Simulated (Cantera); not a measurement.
Cantera run, input and output.

```python
import numpy as np
import cantera as ct

gas = ct.Solution("gri30.yaml")
gas.TPX = 350, 140000, {'CH4': 1, 'H2': 0.038, 'O2': 2.02, 'N2': 9.09}
flame = ct.FreeFlame(gas, width=0.032)
flame.set_refine_criteria(ratio=3, slope=0.08, curve=0.16)
flame.transport_model = "mixture-averaged"
flame.solve(loglevel=0, auto=True)
z, T = flame.grid, flame.T
thick = (T[-1] - T[0]) / np.gradient(T, z).max()
show = ['CH4', 'H2', 'O2', 'HCN', 'C2H6', 'HO2']
print(f"laminar burning velocity  {flame.velocity[0] * 100:.3f} cm/s")
print(f"burnt temperature         {T[-1]:.1f} K")
print(f"thermal thickness         {thick * 1e3:.4f} mm")
print(f"grid points               {len(z)}")
z0 = z[flame.heat_release_rate.argmax()]
print(f"{'z/mm':>9s}{'T/K':>9s}{'u/(m/s)':>9s}" + "".join(f"{s:>11s}" for s in show))
rows = []
for k in (-3, -2, -1.5, -1, -0.5, -0.25, 0, 0.25, 0.5, 1, 2, 4, 8):
    zz = z0 + k * thick
    rows.append([k * thick, np.interp(zz, z, T), np.interp(zz, z, flame.velocity),
                 *(np.interp(zz, z, flame.X[gas.species_index(s)]) for s in show)])
    print(f"{rows[-1][0] * 1e3:9.3f}{rows[-1][1]:9.1f}{rows[-1][2]:9.3f}" + "".join(f"{x:11.3e}" for x in rows[-1][3:]))
```

Result:

```
laminar burning velocity  29.608 cm/s
burnt temperature         2113.6 K
thermal thickness         0.4380 mm
grid points               147
     z/mm      T/K  u/(m/s)        CH4         H2         O2        HCN       C2H6        HO2
   -1.314    350.2    0.296  8.227e-02  3.585e-03  1.662e-01  1.755e-11  8.324e-09  1.626e-08
   -0.876    352.5    0.299  8.204e-02  4.573e-03  1.659e-01  4.704e-10  2.442e-07  2.792e-07
   -0.657    362.1    0.307  8.136e-02  5.833e-03  1.652e-01  3.478e-09  1.933e-06  1.554e-06
   -0.438    436.6    0.372  7.695e-02  8.390e-03  1.601e-01  4.835e-08  3.071e-05  1.564e-05
   -0.219    867.4    0.747  5.268e-02  1.228e-02  1.256e-01  5.822e-07  4.427e-04  1.121e-04
   -0.109   1277.4    1.107  2.817e-02  1.413e-02  8.685e-02  1.372e-06  6.976e-04  1.240e-04
    0.000   1657.1    1.440  5.488e-03  1.369e-02  4.347e-02  2.531e-06  7.308e-05  6.695e-05
    0.109   1799.4    1.558  2.029e-04  1.003e-02  2.202e-02  1.710e-06  9.015e-08  1.177e-05
    0.219   1849.5    1.594  3.816e-06  8.654e-03  1.612e-02  5.314e-07  3.200e-11  6.823e-06
    0.438   1909.4    1.639  3.574e-09  7.842e-03  1.263e-02  5.318e-08  1.579e-16  4.658e-06
    0.876   1972.7    1.687  3.039e-14  6.428e-03  9.882e-03  1.189e-09  1.432e-23  2.893e-06
    1.752   2027.7    1.729  6.091e-17  4.788e-03  7.395e-03  7.768e-12  5.661e-29  1.595e-06
    3.504   2066.9    1.758  2.082e-17  3.461e-03  5.451e-03  1.482e-12  1.607e-29  8.541e-07
```

Model: GRI-Mech 3.0 (53 species, 325 reactions), integrated in Cantera. Burning velocities carry a grid error of a few per cent, more on coarse grids.
